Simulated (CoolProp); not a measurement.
Vapour-liquid equilibrium of n-heptane (1) + p-xylene (2) at 0.652 MPa; x and y are mole fractions of (1).

Model: multi-fluid Helmholtz-energy mixture model, Span 2003 and Zhou 2012; pair parameters Bell 2016, in CoolProp.

```
x     bubble temperature, mixture model (K)  bubble temperature, Raoult's law (K)  y, mixture model  y, Raoult's law
----  -------------------------------------  ------------------------------------  ----------------  ---------------
0.05                                  493.8                                 494.4               [?]            0.107
0.15                                  486.5                                 487.9             0.277            0.289
0.25                                  480.3                                 482.1             0.416            0.437
0.35                                  474.9                                 476.7             0.529            0.559
0.45                                  470.1                                 471.8               [?]            0.661
0.55                                  465.9                                 467.2             0.708            0.746
0.65                                  462.0                                 463.1             0.782            0.819
0.75                                    [?]                                 459.2             0.850            0.880
0.85                                  455.2                                 455.6             0.912            0.934
0.95                                  452.1                                 452.2             0.971            0.979
```

### Question
Complete the blanks.

### Answer

- 0.05, y, mixture model: 0.104
- 0.45, y, mixture model: 0.625
- 0.75, bubble temperature, mixture model (K): 458.5

The largest gap from Raoult's law is -1.8 K in bubble temperature, at x = 0.35. No azeotrope shows between x = 0.05 and 0.95.

The pair parameters rest on a limited set of measurements; away from them the model extrapolates.
